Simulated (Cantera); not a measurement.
Charge: 1 mol Si, 0.23 mol N2O, 490 mol N2, at 0.180 Pa.

Method: chemical equilibrium by Gibbs-energy minimisation in Cantera with the NASA 1993 tables (ideal gas, pure condensed phases). Candidate condensed phases: Si, SiO2, Si2N2O, Si3N4; 16 gas species. The numbers say what is thermodynamically allowed, not how fast it happens.

### Question
At 1523 K, list the 3 most abundant gas species with their mole fractions, and the condensed phases.

### Answer
N2 0.998, Si 0.00156, SiO 0.000468. Condensed: gas only.
